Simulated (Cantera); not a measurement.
What does this Cantera script print?

```python
import numpy as np
import cantera as ct

gas = ct.Solution("gri30.yaml")
gas.TPX = 1250, 12000, {'N2O': 1, 'H2O': 0.04}
reactor = ct.IdealGasConstPressureReactor(gas, energy="off", clone=False)
net = ct.ReactorNet([reactor])
net.rtol, net.atol = 1e-08, 1e-18
show = ['N2O', 'H2O', 'NO', 'OH', 'H2', 'HO2']
times = np.geomspace(7e-06, 200, 12)

steps = ct.SolutionArray(gas, extra=["t"])
rows = []
print(f"{'t/s':>10s}{'T/K':>9s}{'P/Pa':>11s}" + "".join(f"{s:>11s}" for s in show))
for t in times:
    while net.time < t:
        t_next = net.step()
        steps.append(gas.state, t=t_next)
    rows.append([np.interp(t, steps.t, y) for y in (steps.T, steps.P, *steps(*show).X.T)])
    print(f"{t:10.3e}{rows[-1][0]:9.1f}{rows[-1][1]:11.4g}" + "".join(f"{x:11.3e}" for x in rows[-1][2:]))
rate = np.gradient(steps.T, steps.t)
print("integrator steps:", len(steps.t))
if steps.T.max() > steps.T[0] + 200:
    print(f"time of steepest temperature rise: {steps.t[rate.argmax()]:.4e} s")
gas.TPX = 1250, 12000, {'N2O': 1, 'H2O': 0.04}
gas.equilibrate("TP")
print(f"equilibrium (TP): T = {gas.T:.1f} K  " + "  ".join(f"{s} {gas[s].X[0]:.3e}" for s in show))
```

Result:

```
       t/s      T/K       P/Pa        N2O        H2O         NO         OH         H2        HO2
 7.000e-06   1250.0    1.2e+04  9.615e-01  3.846e-02  1.404e-08  5.078e-09  1.116e-16  5.582e-12
 3.334e-05   1250.0    1.2e+04  9.615e-01  3.846e-02  2.615e-07  9.417e-08  1.074e-13  5.141e-10
 1.588e-04   1250.0    1.2e+04  9.615e-01  3.846e-02  2.972e-06  1.044e-06  2.854e-11  3.146e-08
 7.560e-04   1250.0    1.2e+04  9.613e-01  3.846e-02  1.797e-05  5.513e-06  2.167e-09  8.992e-07
 3.600e-03   1250.0    1.2e+04  9.604e-01  3.844e-02  8.690e-05  1.472e-05  4.939e-08  7.100e-06
 1.715e-02   1250.0    1.2e+04  9.562e-01  3.838e-02  3.736e-04  2.117e-05  2.101e-07  5.879e-06
 8.165e-02   1250.0    1.2e+04  9.364e-01  3.812e-02  1.653e-03  2.688e-05  1.424e-07  3.340e-06
 3.888e-01   1250.0    1.2e+04  8.501e-01  3.700e-02  7.666e-03  3.249e-05  7.811e-08  1.282e-06
 1.852e+00   1250.0    1.2e+04  5.588e-01  3.322e-02  2.823e-02  3.391e-05  7.340e-08  2.870e-07
 8.819e+00   1250.0    1.2e+04  1.152e-01  2.746e-02  5.807e-02  2.842e-05  8.869e-08  3.623e-08
 4.200e+01   1250.0    1.2e+04  1.165e-03  2.599e-02  6.283e-02  7.504e-06  8.536e-09  8.239e-09
 2.000e+02   1250.0    1.2e+04  8.394e-07  2.598e-02  6.266e-02  5.430e-06  4.814e-09  8.808e-09
integrator steps: 1905
equilibrium (TP): T = 1250.0 K  N2O 6.849e-09  H2O 2.597e-02  NO 3.201e-04  OH 5.566e-06  H2 4.570e-09  HO2 9.509e-09
```

Model: GRI-Mech 3.0 (53 species, 325 reactions), integrated in Cantera. GRI-Mech 3.0 was tuned for natural gas; its chemistry of N2O as a main component is partial and can be far from experiment. The mechanism lacks the step 2 NO + O2 → 2 NO2, which can matter for NO2 below about 1400 K. The temperature is held fixed by assumption; the heat of reaction is taken as removed at once.
